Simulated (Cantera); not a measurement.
Feed: 1 mol AlN, 0.045 mol Cl₂, 0.19 mol N₂, held at 0.570 bar.

These are equilibrium values from Cantera (NASA tables, ideal gas, pure condensed phases), not measurements of a reactor. Candidate condensed phases: Al, AlCl₃, AlN; 11 gas species. The numbers say what is thermodynamically allowed, not how fast it happens.

Over these rows the condensed part is AlN(s). Partial pressures as log10 of bar:

| T (K) | 1000/T (1/K) | log p AlCl | log p N₂ | log p AlCl₃ |
|---|---|---|---|---|
| 1223 | 0.8177 | -6.60 | -0.30 | -1.14 |
| 1248 | 0.8013 | -6.31 | -0.30 | -1.14 |
| 1273 | 0.7855 | -6.02 | -0.30 | -1.14 |
| 1298 | 0.7704 | ? | -0.30 | -1.14 |
| 1323 | 0.7559 | -5.48 | -0.30 | -1.14 |
| 1348 | 0.7418 | -5.23 | -0.30 | -1.14 |

Question: Fit log p(AlCl) = a + b·(1000/T) to the five rows, give the apparent enthalpy, and predict the row at 1298 K.

Answer: Means: 1000/T = 0.7804, log p = -5.928. Sxy = -0.071437, Sxx = 0.0039443, so b = -18.11 and a = -5.928 − (-18.11)×0.7804 = 8.21.
Apparent enthalpy: −19.145 × (-18.11) = 347 kJ/mol. With the condensed phases at unit activity, 2/3 AlN(s) + 1/3 AlCl₃(g) = AlCl(g) + 1/3 N₂(g) links this pressure to the main gases: over the six rows their terms move log p by +0.00 in all, so the slope is close to that reaction's ΔH°. The five rows lie within 0.01 of the line.
Prediction at 1298 K: 8.21 + (-18.11)×0.7704 = -5.74. The computed value is -5.75, 0.01 from the line.
